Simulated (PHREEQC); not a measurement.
Solution (25 °C): 1.1 mmol/kgw MnSO4, 0.57 mmol/kgw ZnCl2, 1.7 mmol/kgw NaF and 13 mmol/kgw NaCl. Closed to the air; pH follows from the charge balance.

Model: ion-association model, phreeqc.dat, run in PHREEQC.

No solid was allowed to form.

What pH, specific conductance does the model give?

pH 6.40; specific conductance 1980 µS/cm.

In which forms is Zn present?

Zn+2 90 %, ZnSO4 6.8 %, ZnCl+ 2.0 %, ZnF+ 1.2 % of the Zn.

Species that the database lacks are ignored.
